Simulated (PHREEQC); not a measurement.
A solution holds 0.23 mol Na2S and 0.0021 mol NaOH per kg of water, at 31 °C. Closed to the air; pH follows from the charge balance.

All values are PHREEQC results (ion-association model, wateq4f.dat), not measurements.

* **pH**: 12.52
* **ionic strength**: 0.612 mol/kgw
* **activity of water**: 0.987
* **total alkalinity**: 462 meq/kg

| species | molality | activity | log γ |
|---|---|---|---|
| Na+ | 0.462 | 0.325 | -0.153 |
| S-2 | 0.149 | 0.0295 | -0.705 |
| OH- | 0.0826 | 0.0507 | -0.212 |
| HS- | 0.0805 | 0.0494 | -0.212 |
| H2S | 9.58e-8 | 1.10e-7 | 0.061 |

No solid was allowed to form. With this much S-2 the pH rests on the database's HS-/S-2 constant; if that pK is higher, the solution is more alkaline. The database's pK near 12.9 for HS-/S-2 is now thought far too low, so its S-2 is overstated. The polysulfide entries of wateq4f.dat were taken out for this run.
